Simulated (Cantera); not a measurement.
Input: 1 mol CH3SiCl3, 0.24 mol CH4, 470 mol H2, held at 0.133 bar.

Cantera equilibrium calculation (NASA polynomials, part measured and part estimated; ideal gas, pure solids and liquids). Candidate condensed phases: C, C6H6, C7H8, C8H18, Si, SiC; 109 gas species. The feed counts by its element totals alone. Gases not in the tables: Si2H6 and higher silanes. Kinetics and transport are ignored.

What share of the Si ends up in condensed phases as a function of T (K), at 1625, 1675, 1725, 1775, 1825, 1875, 1925, 1975, 2025, 2075, 2125, 2175, 2225?


```json
[
 {"T (K)": "1625", "Si condensed (%)": "99.9", "as": "SiC(s)"},
 {"T (K)": "1675", "Si condensed (%)": "99.9", "as": "SiC(s)"},
 {"T (K)": "1725", "Si condensed (%)": "99.9", "as": "SiC(s)"},
 {"T (K)": "1775", "Si condensed (%)": "99.8", "as": "SiC(s)"},
 {"T (K)": "1825", "Si condensed (%)": "99.7", "as": "SiC(s)"},
 {"T (K)": "1875", "Si condensed (%)": "99.5", "as": "SiC(s)"},
 {"T (K)": "1925", "Si condensed (%)": "99.0", "as": "SiC(s)"},
 {"T (K)": "1975", "Si condensed (%)": "98.0", "as": "SiC(s)"},
 {"T (K)": "2025", "Si condensed (%)": "95.9", "as": "SiC(s)"},
 {"T (K)": "2075", "Si condensed (%)": "91.6", "as": "SiC(s)"},
 {"T (K)": "2125", "Si condensed (%)": "83.5", "as": "SiC(s)"},
 {"T (K)": "2175", "Si condensed (%)": "69.3", "as": "SiC(s)"},
 {"T (K)": "2225", "Si condensed (%)": "45.3", "as": "SiC(s)"}
]
```
